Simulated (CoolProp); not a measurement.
The fluid at 495 K and 8.25 MPa flows at 0.25 m/s in a round tube of 50 mm bore and 15 µm roughness, fully developed (64/Re and Nu = 3.66 if laminar; Colebrook and Gnielinski if turbulent). The same conditions are run with several fluids, on thermodynamics alone (safety and materials aside).

Computed with CoolProp (reference Helmholtz-energy equation of state of each fluid (R410A: Lemmon 2003; propylene: Lemmon 2013; sulfur hexafluoride: Guder 2009; nitrogen: Span 2000; c-C4F8 (RC318): Platzer 1990)). The equations of Platzer and Polt are older, rougher fits. Blends and air are pseudo-pure fits.

### Question
Rank R410A, propylene, sulfur hexafluoride, nitrogen, c-C4F8 (RC318) by Reynolds number, highest first.

### Answer
c-C4F8 (RC318) (169000), sulfur hexafluoride (137000), R410A (86000), propylene (68000), nitrogen (25500)

```tsv
fluid	Darcy friction factor	pressure drop (Pa/m)	heat-transfer coefficient (W/(m² K))	mass flow (kg/h)
R410A	0.0199	2.12	140	300
propylene	0.0207	1.39	188	189
sulfur hexafluoride	0.0186	3.82	198	581
nitrogen	0.0251	0.852	52.3	95.8
c-C4F8 (RC318)	0.0181	6.53	354	1020
```

Transport values come from each fluid's own correlations; those of propylene, c-C4F8 (RC318) are estimates that may be off by 10 % or more.
